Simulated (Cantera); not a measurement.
# Boron, boron nitride and boron oxide: B + NH₃ + N₂

Charge: 1 mol B, 0.26 mol NH₃, 0.14 mol N₂, held at 0.100 bar.

Cantera equilibrium calculation (NASA polynomials, part measured and part estimated; ideal gas, pure solids and liquids). Candidate condensed phases: B, BN; 15 gas species. Mutual solubility and eutectic melting of coexisting phases are not modelled. The tables' values for BH₂ are old estimates; treat these amounts as uncertain. Gases not in the tables: B₂H₆ and higher boranes. Equilibrium is a limit: real reactors are often held back by kinetics, nucleation or transport.

```tsv
T (K)	x H₂	x N₂	x H	x BH₂	n B(s)	n BN(s)	n B(l)
823	1.00	<1e-12	2.32e-11	2.47e-11	0.460	0.540	0
973	1.00	<1e-12	3.42e-9	2.07e-9	0.460	0.540	0
1123	1.00	<1e-12	1.35e-7	5.26e-8	0.460	0.540	0
1273	1.000	4.27e-11	2.26e-6	6.16e-7	0.460	0.540	0
1423	1.000	6.24e-9	2.10e-5	4.27e-6	0.460	0.540	0
1573	1.000	3.49e-7	0.000129	2.03e-5	0.460	0.540	0
1723	0.999	9.63e-6	0.000576	7.32e-5	0.460	0.540	0
1873	0.998	0.000155	0.00204	0.000214	0.460	0.540	0
2023	0.992	0.00165	0.00598	0.000529	0.461	0.539	0
2173	0.971	0.0127	0.0150	0.00113	0.470	0.530	0
2323	0.891	0.0744	0.0325	0.00204	0.523	0.476	0
2473	0.547	0.398	0.0521	0.00200	0	0	0.998
```
x: gas mole fraction; n: condensed amount in mol.

From 823 K to 2323 K the condensed part is B(s) + BN(s). At 2473 K the condensed part is B(l).
